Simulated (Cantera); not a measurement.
Feed: 1 mol Si, a varied amount of Cl2, 0.6 mol N2, at 575 K and 75.0 Torr.

Method: chemical equilibrium by Gibbs-energy minimisation in Cantera with the NASA 1993 tables (ideal gas, pure condensed phases). Candidate condensed phases: Si, Si3N4; 13 gas species. N2 is the only nitrogen source here; it is nearly inert below about 1500 K, so the nitride shown seldom forms there in practice. The numbers say what is thermodynamically allowed, not how fast it happens.

x: gas mole fraction; n: condensed amount in mol.

```json
[
 {"n(Cl2) (mol)": "0.74", "x Cl2": "<1e-12", "x SiCl4": "0.673", "x N2": "0.327", "x Cl": "<1e-12", "n Si3N4(s)": "0.210"},
 {"n(Cl2) (mol)": "1.4", "x Cl2": "<1e-12", "x SiCl4": "0.636", "x N2": "0.364", "x Cl": "<1e-12", "n Si3N4(s)": "0.100"},
 {"n(Cl2) (mol)": "2", "x Cl2": "<1e-12", "x SiCl4": "0.625", "x N2": "0.375", "x Cl": "<1e-12", "n Si3N4(s)": "0"},
 {"n(Cl2) (mol)": "2.7", "x Cl2": "0.304", "x SiCl4": "0.435", "x N2": "0.261", "x Cl": "1.17e-8", "n Si3N4(s)": "0"},
 {"n(Cl2) (mol)": "3.3", "x Cl2": "…", "x SiCl4": "…", "x N2": "…", "x Cl": "…", "n Si3N4(s)": "0"},
 {"n(Cl2) (mol)": "3.9", "x Cl2": "0.543", "x SiCl4": "0.286", "x N2": "0.171", "x Cl": "1.56e-8", "n Si3N4(s)": "0"},
 {"n(Cl2) (mol)": "4.6", "x Cl2": "0.619", "x SiCl4": "0.238", "x N2": "0.143", "x Cl": "1.67e-8", "n Si3N4(s)": "0"},
 {"n(Cl2) (mol)": "5.2", "x Cl2": "0.667", "x SiCl4": "…", "x N2": "…", "x Cl": "1.73e-8", "n Si3N4(s)": "0"},
 {"n(Cl2) (mol)": "5.8", "x Cl2": "0.704", "x SiCl4": "0.185", "x N2": "0.111", "x Cl": "1.78e-8", "n Si3N4(s)": "0"},
 {"n(Cl2) (mol)": "6.5", "x Cl2": "0.738", "x SiCl4": "0.164", "x N2": "0.0984", "x Cl": "1.82e-8", "n Si3N4(s)": "0"},
 {"n(Cl2) (mol)": "7.1", "x Cl2": "0.761", "x SiCl4": "0.149", "x N2": "0.0896", "x Cl": "1.85e-8", "n Si3N4(s)": "0"}
]
```

Q: Fill in the missing entries.

A: 
- 3.3, x Cl2: 0.448
- 3.3, x SiCl4: 0.345
- 3.3, x N2: 0.207
- 3.3, x Cl: 1.42e-8
- 5.2, x SiCl4: 0.208
- 5.2, x N2: 0.125
